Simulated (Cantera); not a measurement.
Cantera run:

```python
import numpy as np
import cantera as ct

gas_names = """
    CL CL2 H HCL H2 Si SiCL SiCL2 SiCL3 SiCL4 SiH SiHCL3 SiH2 SiH2CL2 SiH3 SiH3CL SiH4 Si2 Si3
""".split()
cond_names = """
    Si(cr) Si(L)
""".split()


# ... load() reads the species with a 1 bar reference pressure and builds the phases ...
atoms = {
    'Si': {'Si': 1},
    'Cl2': {'CL': 2},
    'H2': {'H': 2},
    'HCl': {'H': 1, 'CL': 1},
}
top_T = {}  # K; cautious upper limits of use, not melting points


# ... equilibrate(T, P, feed) seeds the gas with the atoms and calls Mixture.equilibrate('TP', solver="vcs", rtol=1e-11, max_steps=5000) ...
results = []
T = 775  # K
P = 13000  # Pa
for m in [0.59, 0.75, 0.94, 1.2, 1.5, 1.9, 2.4]:
    feed = {'Si': 1, 'Cl2': 1.3, 'H2': 17, 'HCl': m}  # mol
    mix = equilibrate(T, P, feed)
    results.append((T, P, feed, dict(zip(mix.species_names, mix.species_moles))))
    x = sorted(zip(gas.X, gas.species_names), reverse=True)
    print(f"T = {T:g} K  P = {P:g} Pa  n(HCl) = {m:g} mol  gas = {mix.phase_moles(0):.4g} mol")
    print("   x: " + "  ".join(f"{s} {v:.3e}" for v, s in x if v > 0.0001))
    print("   condensed (mol): " + ("  ".join(f"{mix.phase(i).name} {mix.phase_moles(i):.4g}"
          for i in range(1, mix.n_phases) if mix.phase_moles(i) > 1e-12) or "none"))
```

Result:

```
T = 775 K  P = 13000 Pa  n(HCl) = 0.59 mol  gas = 18.02 mol
   x: H2 9.506e-01  SiCL4 3.179e-02  SiHCL3 1.579e-02  HCL 1.239e-03  SiH2CL2 6.046e-04
   condensed (mol): Si(cr) 0.1313
T = 775 K  P = 13000 Pa  n(HCl) = 0.75 mol  gas = 18.14 mol
   x: H2 9.485e-01  SiCL4 3.329e-02  SiHCL3 1.633e-02  HCL 1.252e-03  SiH2CL2 6.174e-04
   condensed (mol): Si(cr) 0.08837
T = 775 K  P = 13000 Pa  n(HCl) = 0.94 mol  gas = 18.28 mol
   x: H2 9.461e-01  SiCL4 3.506e-02  SiHCL3 1.695e-02  HCL 1.266e-03  SiH2CL2 6.320e-04
   condensed (mol): Si(cr) 0.03738
T = 775 K  P = 13000 Pa  n(HCl) = 1.2 mol  gas = 18.5 mol
   x: H2 9.439e-01  SiCL4 4.147e-02  SiHCL3 1.229e-02  HCL 2.061e-03  SiH2CL2 2.809e-04
   condensed (mol): none
T = 775 K  P = 13000 Pa  n(HCl) = 1.5 mol  gas = 18.8 mol
   x: H2 9.380e-01  SiCL4 4.974e-02  HCL 8.793e-03  SiHCL3 3.433e-03
   condensed (mol): none
T = 775 K  P = 13000 Pa  n(HCl) = 1.9 mol  gas = 19.2 mol
   x: H2 9.208e-01  SiCL4 5.096e-02  HCL 2.716e-02  SiHCL3 1.118e-03
   condensed (mol): none
T = 775 K  P = 13000 Pa  n(HCl) = 2.4 mol  gas = 19.7 mol
   x: H2 8.979e-01  HCL 5.133e-02  SiCL4 5.019e-02  SiHCL3 5.681e-04
   condensed (mol): none
```

Cantera equilibrium calculation (NASA polynomials, part measured and part estimated; ideal gas, pure solids and liquids). The tables' values for SiCl3 are old estimates; treat these amounts as uncertain.
